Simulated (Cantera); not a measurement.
Charge: 1 mol Si, 5.3 mol HCl, 6.3 mol H₂, held at 1427 °C.

These are equilibrium values from Cantera (NASA tables, ideal gas, pure condensed phases), not measurements of a reactor. Candidate condensed phases: Si; 19 gas species. The tables' values for SiCl₃, SiCl are old estimates; treat these amounts as uncertain. Equilibrium is a limit: real reactors are often held back by kinetics, nucleation or transport.

x: gas mole fraction; nothing condenses.

```
P (Pa)   x H₂  x HCl  x SiCl₂       x H   x SiCl₃     x Cl      x Si
------  -----  -----  -------  --------  --------  -------  --------
1       0.585  0.283   0.0713    0.0356   6.71e-5   0.0134   0.00988
10      0.618  0.281   0.0832    0.0116  0.000239  0.00409   0.00124
100     0.627  0.282   0.0849   0.00369  0.000770  0.00129  0.000126
1000    0.631  0.282   0.0836         …   0.00239        …         …
10000   0.637  0.276   0.0780         …   0.00687        …         …
100000  0.657  0.255   0.0606  0.000119    0.0154  3.61e-5   1.16e-7
```

Question: What belongs in the gaps?

Answer: 
- 10000, x H: 0.000372
- 10000, x Cl: 0.000125
- 10000, x Si: 1.23e-6
- 1000, x H: 0.00117
- 1000, x Cl: 0.000406
- 1000, x Si: 1.26e-5
